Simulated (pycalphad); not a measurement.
# Effect of Fe content in Al-Si-Fe

Source of the numbers: pycalphad with the COST 507 light-alloy database (1999); pressure 1 atm. The data set is of 1999 and partly superseded. Amounts are mole fractions of atoms.

**Question.** One of these alloys has its liquidus at 720 °C, its solidus at 576 °C, and holds fcc 0.68, diamond (Si) 0.17, ALFESI_BETA 0.15 at 377 °C. Which?
A. Al-19.77Si-3.488Fe (wt.%)
B. Al-18.35Si-17.21Fe (wt.%)
C. Al-19.89Si-2.333Fe (wt.%)
D. Al-19.66Si-4.61Fe (wt.%)
E. Al-20.02Si-1.163Fe (wt.%)

**Answer.** D, Al-19.66Si-4.61Fe (wt.%). The others: Al-20.02Si-1.163Fe (wt.%), liquidus 688, solidus 576; Al-19.89Si-2.333Fe (wt.%), liquidus 684, solidus 576; Al-19.77Si-3.488Fe (wt.%), liquidus 699, solidus 576; Al-18.35Si-17.21Fe (wt.%), liquidus 853, solidus 576

Database names, with the compositions (at.%) that they take in these runs: ALFESI_BETA: Al 70 Si 15 Fe 15.
